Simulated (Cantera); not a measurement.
## Equilibrium for thermal oxidation and active oxidation of silicon: Si + O2 + N2

A closed system holds: 1 mol Si, 0.023 mol O2, 70 mol N2, at 1202 °C and 1 atm.

These are equilibrium values from Cantera (NASA tables, ideal gas, pure condensed phases), not measurements of a reactor. Candidate condensed phases: Si, SiO2, Si2N2O, Si3N4; 16 gas species. N2 is the only nitrogen source here; it is nearly inert below about 1500 K, so the nitride shown seldom forms there in practice. Mutual solubility and eutectic melting of coexisting phases are not modelled. Rates play no part.

| Item | Value |
|---|---|
| x(N2) | 1.00 |
| n(Si2N2O(s)) | 0.0460 mol |
| n(Si3N4(s)) | 0.303 mol |
| gas amount | 69.35 mol |
| log10 activity of Si(s) (absent) | -3.03 |
